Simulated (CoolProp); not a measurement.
A single-stage vapour-compression cycle with R115: evaporating at 289.15 K (dew point), condensing at 339.15 K (bubble point), superheat 10 K, subcooling 5 K, compressor efficiency 0.9, no pressure losses. Each further row changes one setting.

Values from CoolProp's reference Helmholtz-energy equation of state, Lemmon 2016.

| case | cooling COP | pressure ratio | discharge temperature (K) | refrigerating effect (kJ/kg) | volumetric capacity (kJ/m³) |
|---|---|---|---|---|---|
| as stated | 3.23 | 3.30 | 345.3 | 55.0 | 2840 |
| evaporating temperature 294.15 K | 3.82 | 2.88 | 345.8 | 57.6 | 3420 |
| condensing temperature 334.15 K | 3.92 | 2.97 | 340.2 | 61.5 | 3180 |
| subcooling 10 K | 3.63 | 3.30 | 345.3 | 61.8 | 3190 |
| superheat 20 K | 3.44 | 3.30 | 353.3 | 63.0 | 3080 |
| compressor efficiency 0.8 | 2.87 | 3.30 | 347.0 | 55.0 | 2840 |
